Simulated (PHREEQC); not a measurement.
Consider water at 25 °C with 28 mmol/kgw HF, 3.9 mmol/kgw KF and 0.21 mmol/kgw H2SO4. Closed to the air; pH follows from the charge balance.

Model: ion-association model, wateq4f.dat, run in PHREEQC.

Precipitation was switched off in this run.

Problem. What pH, ionic strength does the model give?

Solution. pH 2.56; ionic strength 0.00703 mol/kgw.

Problem. In which forms is F present?

Solution. HF 70 %, F- 19 %, H2F2 8.1 %, HF2- 3.2 % of the F.

wateq4f.dat counts part of the HF as a dimer, H2F2, which phreeqc.dat doesn't know; its constant is uncertain.
